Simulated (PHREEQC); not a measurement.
Solution (20 °C): 0.0011 mol ZnSO4, 0.0068 mol NaOH and 0.0156 mol H2SO4 per kg of water. Closed to the air; pH follows from the charge balance.

The numbers come from PHREEQC with the ion-association model, phreeqc.dat.

Problem. The ionic strength comes out as 0.0350 mol/kgw. What activity coefficients do SO4-2, Na+, NaSO4-, Zn(SO4)2-2, HSO4- get?

Solution. SO4-2 0.51, Na+ 0.85, NaSO4- 0.85, Zn(SO4)2-2 0.50, HSO4- 0.84.

This is a speciation only: nothing precipitates in the calculation. Complexes and solids missing from the database can't appear.
